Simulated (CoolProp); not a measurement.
A simple Rankine cycle with R11: condensing at 332.15 K, boiler at 2.97 MPa, turbine inlet 484.5 K, turbine efficiency 0.65, pump efficiency 0.8, no recuperator. Each further row changes one setting.

Values from CoolProp's reference Helmholtz-energy equation of state, Jacobsen 1992.

```
case                             thermal efficiency (%)  net work (kJ/kg)  heat in (kJ/kg)  turbine exit temperature (K)  volume ratio over the turbine
-------------------------------  ----------------------  ----------------  ---------------  ----------------------------  -----------------------------
as stated                                          12.6              30.6              243                           [?]                            [?]
condensing temperature 324.15 K                    13.5               [?]              [?]                         394.7                            [?]
boiler pressure 2.08 MPa                           11.2              28.4              [?]                         419.0                           6.81
turbine efficiency 0.55                             [?]              25.5              243                           [?]                           10.6
```

Task: Some entries are withheld; supply them.

Result: 
- as stated, turbine exit temperature (K): 400.5
- as stated, volume ratio over the turbine: 10.3
- condensing temperature 324.15 K, net work (kJ/kg): 33.7
- condensing temperature 324.15 K, heat in (kJ/kg): 250
- condensing temperature 324.15 K, volume ratio over the turbine: 12.9
- boiler pressure 2.08 MPa, heat in (kJ/kg): 253
- turbine efficiency 0.55, thermal efficiency (%): 10.5
- turbine efficiency 0.55, turbine exit temperature (K): 408.2
